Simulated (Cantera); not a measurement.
Feed: 1 mol N₂O, 0.071 mol SO₂, 4.1 mol N₂, at 3250 K and 0.000110 bar.

These are equilibrium values from Cantera (NASA tables, ideal gas, pure condensed phases), not measurements of a reactor. Candidate condensed phases: S; 17 gas species. Rates play no part.

Base state: N₂ 0.803, O 0.179, S 0.0112, N 0.00527, NO 0.00105, O₂ 5.66e-5, SO 2.87e-5 (mole fractions); condensed: gas only.

Task: What changes in the equilibrium state with this change: temperature from 3250 K to 1625 K?

Result: 
```
species   before     after
-------  -------  --------
N₂         0.803     0.898
O₂       5.66e-5    0.0871
SO₂      1.43e-8    0.0125
O          0.179  0.000548
S         0.0112   3.14e-9
N        0.00527     <1e-9
SO       2.87e-5   9.13e-6
NO       0.00105   0.00148
```

Task: What changes in the equilibrium state with this change: N₂O replaced by CO₂?

Result: 
```json
[
 {"species": "N₂", "before": "0.803", "after": "0.645"},
 {"species": "O", "before": "0.179", "after": "0.179"},
 {"species": "CO", "before": "0", "after": "0.158"},
 {"species": "N", "before": "0.00527", "after": "0.00473"},
 {"species": "S", "before": "0.0112", "after": "0.0112"},
 {"species": "CO₂", "before": "0", "after": "1.63e-5"},
 {"species": "NO", "before": "0.00105", "after": "0.000939"},
 {"species": "O₂", "before": "5.66e-5", "after": "5.67e-5"},
 {"species": "SO", "before": "2.87e-5", "after": "2.87e-5"}
]
```
Further candidate phases: C.
